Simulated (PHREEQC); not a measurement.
1 kg of water holding 0.0064 mol/kgw Na2CO3 and 0.023 mol/kgw NaCl is evaporated at 30 °C; the solids stay in contact with the brine. CO2 from the air is kept out. The run lets Halite, Nahcolite, Natron, Trona precipitate or redissolve, and no other solid.

Model: Pitzer model, pitzer.dat, run in PHREEQC.

| water left (kg) | ionic strength | water activity | Na in solution (mol/kgw) | Cl in solution (mol/kgw) | C in solution (mol/kgw) | pH |
|---|---|---|---|---|---|---|
| 1 | 0.0412 | 0.999 | 0.0358 | 0.0230 | 0.00640 | 10.74 |
| 0.6755 | 0.0613 | 0.998 | 0.0530 | 0.0340 | 0.00947 | … |
| 0.5552 | 0.0747 | 0.998 | 0.0645 | 0.0414 | 0.0115 | 10.83 |
| 0.4563 | 0.0911 | 0.998 | 0.0785 | 0.0504 | 0.0140 | … |
| 0.3082 | 0.135 | 0.997 | 0.116 | 0.0746 | 0.0208 | 10.92 |
| 0.2082 | 0.201 | 0.995 | 0.172 | 0.110 | 0.0307 | 10.97 |
| 0.1711 | 0.244 | 0.994 | 0.209 | 0.134 | 0.0374 | 11.00 |
| 0.1407 | 0.298 | … | 0.255 | 0.164 | 0.0455 | 11.02 |
| 0.09503 | 0.441 | … | 0.377 | 0.242 | 0.0673 | 11.07 |
| 0.06419 | 0.654 | 0.984 | 0.558 | 0.358 | 0.0997 | 11.12 |
| 0.05277 | 0.796 | 0.981 | 0.678 | 0.436 | 0.121 | 11.14 |
| 0.04337 | 0.970 | 0.977 | 0.826 | 0.530 | 0.148 | … |
| 0.02931 | 1.44 | 0.966 | 1.22 | 0.785 | 0.218 | … |
| 0.0198 | 2.13 | 0.949 | 1.81 | 1.16 | 0.323 | 11.24 |
| 0.01629 | 2.59 | 0.937 | 2.20 | 1.41 | 0.393 | … |
| 0.01339 | 3.15 | 0.923 | 2.67 | 1.72 | 0.478 | 11.28 |
| 0.009047 | 4.66 | 0.880 | 3.96 | 2.54 | 0.707 | … |
| 0.00611 | 6.90 | 0.807 | 5.86 | 3.76 | 1.05 | 11.39 |
| 0.005029 | 8.38 | 0.752 | 7.12 | 4.57 | 1.27 | 11.42 |

### Question
Complete the blanks.

### Answer

- 0.6755, pH: 10.80
- 0.4563, pH: 10.86
- 0.1407, water activity: 0.993
- 0.09503, water activity: 0.989
- 0.04337, pH: 11.16
- 0.02931, pH: 11.20
- 0.01629, pH: 11.26
- 0.009047, pH: 11.33
